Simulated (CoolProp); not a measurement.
A closed Brayton cycle with carbon dioxide: compressor inlet 314.15 K and 9.8 MPa, high pressure 27.8 MPa, turbine inlet 900 K, compressor efficiency 0.85, turbine efficiency 0.9, recuperator effectiveness 0.9 (on enthalpy, no pinch check). Each further row changes one setting.

The numbers come from the reference Helmholtz-energy equation of state, Span 1996 in CoolProp.

| case | thermal efficiency (%) | net work (kJ/kg) | compressor to turbine work | compressor exit (K) | turbine exit (K) |
|---|---|---|---|---|---|
| as stated | 37.2 | 119 | 0.21 | 353.4 | 768.0 |
| turbine inlet 850 K | ___ | 110 | 0.22 | 353.4 | 722.5 |
| compressor inlet 324.15 K | ___ | ___ | 0.30 | 394.9 | 768.0 |
| high pressure 23.6 MPa | ___ | 104 | 0.19 | ___ | 788.1 |
| recuperator effectiveness 0.5 | 22.8 | 119 | 0.21 | 353.4 | 768.0 |

Task: Complete the blanks.

Result: 
- turbine inlet 850 K, thermal efficiency (%): 35.9
- compressor inlet 324.15 K, thermal efficiency (%): 36.2
- compressor inlet 324.15 K, net work (kJ/kg): 105
- high pressure 23.6 MPa, thermal efficiency (%): 35.1
- high pressure 23.6 MPa, compressor exit (K): 346.5
